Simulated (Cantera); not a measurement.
Input (Python, Cantera) and output of one run.

```python
import numpy as np
import cantera as ct

gas_names = [...]  # 77 gases of nasa_gas.yaml made of C, H, Ti
cond_names = """
    C(gr) C6H6(L) C7H8(L) C8H18(L),n-octa Ti(a) Ti(b) Ti(L) TiC(s) TiC(L)
""".split()


# ... load() reads the species with a 1 bar reference pressure and builds the phases ...
atoms = {
    'TiC': {'Ti': 1, 'C': 1},
    'C': {'C': 1},
    'H2': {'H': 2},
}
top_T = {'C(gr)': 4500}  # K; cautious upper limits of use, not melting points


# ... equilibrate(T, P, feed) seeds the gas with the atoms and calls Mixture.equilibrate('TP', solver="vcs", rtol=1e-11, max_steps=5000) ...
results = []
feed = {'TiC': 1, 'C': 0.0043, 'H2': 0.78}  # mol
P = 97000  # Pa
for T in [1825, 1925, 2025, 2125, 2225, 2325, 2425, 2525, 2625, 2725, 2825]:
    mix = equilibrate(T, P, feed)
    results.append((T, P, feed, dict(zip(mix.species_names, mix.species_moles))))

top = {s: max(r[3][s] / sum(r[3][g] for g in gas_names) for r in results) for s in gas_names}
cols = sorted((s for s in top if top[s] > 0.001), key=lambda s: -top[s])[:8]
seen = [c for c in cond_names if any(r[3].get(c, 0) > 1e-12 for r in results)]
print("log10 of partial pressures in bar; condensed amounts in mol")
print(f"{'T/K':>10s}" + "".join(f"{s[:9]:>10s}" for s in cols + seen))
for T, P, feed, n in results:
    ng = sum(n[g] for g in gas_names)
    print(f"{T:10.4g}" + "".join(f"{np.log10(max(n[s] / ng * P / 1e5, 1e-99)):10.3f}" for s in cols)
          + "".join(f"{n.get(c, 0):10.4g}" for c in seen))
```

Result:

```
log10 of partial pressures in bar; condensed amounts in mol
       T/K        H2         H C2H2,acet     C(gr)    TiC(s)
      1825    -0.014    -3.363    -3.682   0.00342         1
      1925    -0.014    -3.027    -3.353  0.003178         1
      2025    -0.015    -2.723    -3.058  0.002572         1
      2125    -0.016    -2.448    -2.791  0.001433         1
      2225    -0.017    -2.197    -2.597         0         1
      2325    -0.019    -1.968    -2.591         0         1
      2425    -0.022    -1.758    -2.589         0         1
      2525    -0.027    -1.566    -2.589         0         1
      2625    -0.033    -1.389    -2.591         0         1
      2725    -0.042    -1.226    -2.592         0    0.9999
      2825    -0.054    -1.076    -2.588         0    0.9998
```

Equilibrium computed with Cantera from the NASA thermochemical tables; the gas is ideal and each condensed phase is pure. TiC: taken at fixed stoichiometry.
